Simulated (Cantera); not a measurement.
Feed: 1 mol MgO, 0.64 mol Br₂, 1.4 mol N₂, held at 1 atm.

These are equilibrium values from Cantera (NASA tables, ideal gas, pure condensed phases), not measurements of a reactor. Candidate condensed phases: Br₂, Mg, MgBr₂, MgO; 17 gas species. Kinetics and transport are ignored.

x: gas mole fraction; n: condensed amount in mol.

| T (K) | x N₂ | x Br₂ | x Br | x MgBr₂ | x O₂ | x NO | x O | n MgO(s) |
|---|---|---|---|---|---|---|---|---|
| 1050 | 0.684 | 0.310 | 0.00556 | 2.33e-5 | [?] | 3.63e-7 | 2.25e-12 | 1.000 |
| 1100 | 0.683 | 0.308 | 0.00924 | 5.74e-5 | [?] | 9.18e-7 | 1.32e-11 | 1.000 |
| 1150 | 0.681 | 0.304 | 0.0147 | 0.000130 | [?] | 2.13e-6 | 6.61e-11 | 1.000 |
| 1200 | 0.679 | 0.299 | 0.0223 | 0.000275 | [?] | 4.60e-6 | 2.89e-10 | 0.999 |
| 1250 | 0.675 | 0.292 | 0.0327 | 0.000543 | [?] | 9.31e-6 | 1.12e-9 | 0.999 |
| 1300 | 0.670 | 0.282 | 0.0464 | 0.00101 | [?] | 1.77e-5 | 3.91e-9 | 0.998 |
| 1350 | 0.664 | 0.270 | 0.0637 | 0.00177 | [?] | 3.20e-5 | 1.24e-8 | 0.996 |
| 1400 | 0.656 | 0.255 | 0.0849 | 0.00295 | [?] | 5.49e-5 | 3.57e-8 | 0.994 |
| 1450 | 0.647 | 0.236 | 0.110 | 0.00467 | [?] | 8.99e-5 | 9.55e-8 | 0.990 |
| 1500 | 0.637 | 0.215 | 0.138 | 0.00705 | [?] | 0.000141 | 2.37e-7 | 0.984 |
| 1550 | 0.625 | 0.191 | 0.168 | 0.0102 | [?] | 0.000213 | 5.49e-7 | 0.977 |
| 1600 | 0.613 | 0.166 | 0.200 | 0.0140 | [?] | 0.000308 | 1.19e-6 | 0.968 |

Q: Fill in the missing entries.

A: 
- 1050, x O₂: 1.14e-5
- 1100, x O₂: 2.82e-5
- 1150, x O₂: 6.41e-5
- 1200, x O₂: 0.000135
- 1250, x O₂: 0.000267
- 1300, x O₂: 0.000495
- 1350, x O₂: 0.000868
- 1400, x O₂: 0.00145
- 1450, x O₂: 0.00229
- 1500, x O₂: 0.00346
- 1550, x O₂: 0.00498
- 1600, x O₂: 0.00686
